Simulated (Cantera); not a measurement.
Feed: 1 mol toluene, 1.6 mol O₂, 23 mol H₂, at 1650 K and 1.73 Torr.

Method: chemical equilibrium by Gibbs-energy minimisation in Cantera with the NASA 1993 tables (ideal gas, pure condensed phases). Candidate condensed phases: C, C₆H₆, C₇H₈, C₈H₁₈, H₂O; 110 gas species. Kinetics and transport are ignored.

Base state: H₂ 0.892, CO 0.106, H 0.00179, C₂H₂ (acetylene) 4.07e-5 (mole fractions); condensed: C(graphite).

Task: What changes in the equilibrium state with this change: O₂ from 1.6 to 0.14 mol?

Result: 
| species | before | after |
|---|---|---|
| H₂ | 0.892 | 0.988 |
| CO | 0.106 | 0.0103 |
| H | 0.00179 | 0.00188 |
| C₂H₂ (acetylene) | 4.07e-5 | 4.51e-5 |
| C(graphite), mol | 3.80 | 6.72 |

Task: What changes in the equilibrium state with this change: O₂ from 1.6 to 0.017 mol?

Result: 
```csv
species,before,after
H₂,0.892,0.997
H,0.00179,0.00189
CO,0.106,0.00126
C₂H₂ (acetylene),4.07e-5,4.55e-5
"C(graphite), mol",3.80,6.96
```
